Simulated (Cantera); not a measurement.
A closed system holds: 1 mol CH3Cl, 1.1 mol H2, held at 1777 °C and 0.133 bar.

Cantera equilibrium calculation (NASA polynomials, part measured and part estimated; ideal gas, pure solids and liquids). Candidate condensed phases: C, C6H6, C7H8, C8H18; 91 gas species. Rates play no part.

Base state: H2 0.673, HCl 0.320, H 0.00510, Cl 0.00179, C2H2 (acetylene) 0.000714, CH4 2.25e-5 (mole fractions); condensed: C(graphite).

Task: What changes in the equilibrium state with this change: temperature from 1777 °C to 2427 °C?

Result: 
| species | before | after |
|---|---|---|
| H2 | 0.673 | 0.571 |
| HCl | 0.320 | 0.260 |
| H | 0.00510 | 0.118 |
| Cl | 0.00179 | 0.0373 |
| C2H2 (acetylene) | 0.000714 | 0.0135 |
| C3 | <1e-9 | 6.60e-5 |
| C | <1e-9 | 1.59e-5 |
| C(graphite), mol | 0.995 | 0.904 |
